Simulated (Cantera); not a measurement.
Input: 1 mol Si3N4, 47 mol HCl, 69 mol N2, held at 1450 K and 1.60 Pa.

Cantera equilibrium calculation (NASA polynomials, part measured and part estimated; ideal gas, pure solids and liquids). Candidate condensed phases: NH4Cl, Si, Si3N4; 28 gas species. The tables' values for SiCl3 are old estimates; treat these amounts as uncertain. Rates play no part.

**Question.** What is the equilibrium state?

**Answer.** 
- x(N2): 0.601
- x(HCl): 0.342
- x(H2): 0.0276
- x(SiCl2): 0.0246
- x(Cl): 0.00397
- x(SiCl3): 0.000704
- x(H): 0.000393
- x(SiCl4): 7.37e-5
- x(SiCl): 3.38e-6
- gas amount: 118.2 mol
- log10 activity of Si(s) (absent): -2.73
